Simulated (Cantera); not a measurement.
Input: 1 mol PbS, 0.4 mol H2, held at 2173.15 K and 1.90 bar.

Method: chemical equilibrium by Gibbs-energy minimisation in Cantera with the NASA 1993 tables (ideal gas, pure condensed phases). Candidate condensed phases: Pb, PbS, S; 10 gas species. Equilibrium is a limit: real reactors are often held back by kinetics, nucleation or transport.

**Question.** What is the equilibrium state?

**Answer.** 
```json
{
  "x(PbS)": "0.502",
  "x(H2)": "0.230",
  "x(Pb)": "0.163",
  "x(S2)": "0.0601",
  "x(H2S)": "0.0297",
  "x(SH)": "0.0120",
  "x(H)": "0.00168",
  "x(S)": "0.00161",
  "x(Pb2)": "0.000180",
  "gas_amount": "1.503 mol",
  "log10 activity of Pb(l) (absent)": "-0.83",
  "log10 activity of S(l) (absent)": "-2.13"
}
```
